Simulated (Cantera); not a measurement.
Charge: 1 mol MgO, 6.3 mol N₂, equilibrated at 1752 °C and 6000 Torr.

Method: chemical equilibrium by Gibbs-energy minimisation in Cantera with the NASA 1993 tables (ideal gas, pure condensed phases). Candidate condensed phases: Mg, MgO; 13 gas species. Equilibrium is a limit: real reactors are often held back by kinetics, nucleation or transport.

Base state: N₂ 1.000 (mole fractions); condensed: MgO(s).

What changes in the equilibrium state with this change: 0.39 mol H₂S added?


| species | before | after |
|---|---|---|
| N₂ | 1.000 | 0.921 |
| H₂ | 0 | 0.0431 |
| S₂ | 0 | 0.0208 |
| Mg | 2.62e-6 | 3.95e-5 |
| H₂S | 0 | 0.00972 |
| H₂O | 0 | 0.00295 |
| SH | 0 | 0.00226 |
| MgO(s), mol | 1.000 | 0.979 |
| MgS(s), mol | 0 | 0.0205 |
Mutual solubility and eutectic melting of coexisting phases are not modelled. Further candidate phases: H₂O, H₂SO₄, Mg(OH)₂, MgS, MgSO₄, S.
